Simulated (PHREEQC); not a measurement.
Alkaline etch or developer: an equilibrium model

Solution (20 °C): 8.4 mmol/kgw NH3 and 0.95 mmol/kgw NaAlO2. Closed to the air; pH follows from the charge balance.

Model: ion-association model, phreeqc.dat, run in PHREEQC.

Each row changes one thing in this solution. No solid was allowed to form.

```tsv
case	pH	ionic strength (mol/kgw)	NH3 (mol/kgw)	NH4+ (mol/kgw)
as made	10.73	0.00134	0.00801	0.000387
NaAlO2 left out	10.73	0.000380	0.00802	0.000380
NH3 from 0.0084 to 0.042 mol/kgw	11.09	0.00183	0.0411	0.000882
NaAlO2 replaced by NaF at the same molality	10.73	0.00134	0.00801	0.000387
NH3 replaced by NH4Cl at the same molality	7.27	0.00931	5.53e-5	0.00834
0.0001 mol/kgw K2CO3 added	10.75	0.00160	0.00802	0.000376
```

Complexes and solids missing from the database can't appear. Some of these states are supersaturated (in Gibbsite (slow to form), Al(OH)3(a), for instance).
